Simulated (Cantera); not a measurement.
An isothermal, constant-pressure homogeneous reactor starts with 7.80 % H₂, 70.9 % O₂, 21.3 % N₂, at 1073 K and 10.5 Torr.

Detailed kinetics in Cantera: the H2/O2 subset of GRI-Mech 3.0, which has no nitrogen chemistry. Radical loss at walls, strong at low pressure, is not modelled. The temperature is held fixed by assumption; the heat of reaction is taken as removed at once.

x: mole fraction; the columns are a selection and need not sum to one.

```tsv
t (s)	x H₂	x O₂	x H₂O₂	x O	x HO₂
5.00e-6	0.0780	0.709	<1e-12	<1e-12	1.81e-11
1.29e-5	0.0780	0.709	<1e-12	2.67e-12	4.68e-11
3.35e-5	0.0780	0.709	<1e-12	1.65e-11	1.21e-10
8.65e-5	0.0780	0.709	<1e-12	9.68e-11	3.14e-10
0.000224	0.0780	0.709	<1e-12	5.80e-10	8.16e-10
0.000579	0.0780	0.709	1.19e-12	5.96e-9	___
0.00150	0.0780	0.709	1.14e-11	7.17e-7	___
0.00387	0.0293	0.681	3.50e-7	0.0158	5.62e-6
0.0100	0.00180	0.672	1.28e-7	0.0248	___
0.0259	0.000785	0.687	1.50e-7	0.0104	___
0.0670	0.000167	0.695	1.44e-7	0.00221	___
0.173	2.43e-5	0.697	9.43e-8	0.000326	___
0.448	3.74e-6	0.697	4.50e-8	5.24e-5	___
1.16	7.29e-7	0.697	1.88e-8	1.07e-5	___
3.00	1.79e-7	0.697	7.59e-9	2.72e-6	___
```

Question: Fill in the missing entries.

Answer: 
- 0.000579, x HO₂: 2.17e-9
- 0.00150, x HO₂: 1.50e-8
- 0.0100, x HO₂: 6.07e-6
- 0.0259, x HO₂: 5.41e-6
- 0.0670, x HO₂: 3.34e-6
- 0.173, x HO₂: 1.23e-6
- 0.448, x HO₂: 3.24e-7
- 1.16, x HO₂: 8.31e-8
- 3.00, x HO₂: 2.37e-8
